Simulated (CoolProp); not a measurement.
Vapour-liquid equilibrium of acetone (1) + n-hexane (2) at 290.3 K; x and y are mole fractions of (1).

The numbers come from the multi-fluid Helmholtz-energy mixture model, Lemmon 2006 and Thol 2019; pair parameters Bell 2016 in CoolProp.

### Question
Give the bubble pressure and the first vapour's composition at x = 0.05, 0.35, 0.8. Is there an azeotrope?

### Answer
x = 0.05: 0.01939 MPa, y = 0.298; x = 0.35: 0.02831 MPa, y = 0.586; x = 0.8: 0.02815 MPa, y = 0.668. y crosses x between x = 0.575 and 0.65: the model has an azeotrope there.

The pair parameters rest on a limited set of measurements; away from them the model extrapolates. With so large a gap from Raoult's law the liquid may split in two, which this calculation doesn't test in full.
